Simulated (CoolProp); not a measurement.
n-octane along the isobar 0.153 MPa: density (kg/m³) from the reference equation and from simpler models built on Tc = 295.6 °C, pc = 2.484 MPa, ω = 0.398; each cubic takes its own stable root.

Values from CoolProp's reference Helmholtz-energy equation of state, Beckmüller 2019.

| T (°C) | phase | reference |
|---|---|---|
| 170.15 | gas | 5.029 |
| 199.65 | gas | 4.654 |
| 229.05 | gas | 4.340 |
| 258.55 | gas | 4.071 |
| 287.95 | gas | 3.838 |
| 317.45 | gas | 3.631 |
| 346.85 | gas | 3.447 |

Question: How far does each simpler model (ideal gas, van der Waals, Redlich-Kwong, Soave-Redlich-Kwong, Peng-Robinson) lie from the reference over these 7 states: mean and median of the absolute difference, and the worst?

Answer: 
- ideal gas: mean 3.2 %, median 2.9 %, worst -5.7 % at 170.15 °C and 0.153 MPa
- van der Waals: mean 1.0 %, median 0.7 %, worst -2.4 % at 170.15 °C and 0.153 MPa
- Redlich-Kwong: mean 0.5 %, median 0.3 %, worst -1.4 % at 170.15 °C and 0.153 MPa
- Soave-Redlich-Kwong: mean 0.3 %, median 0.2 %, worst -0.7 % at 170.15 °C and 0.153 MPa
- Peng-Robinson: mean 0.1 %, median 0.1 %, worst -0.4 % at 170.15 °C and 0.153 MPa
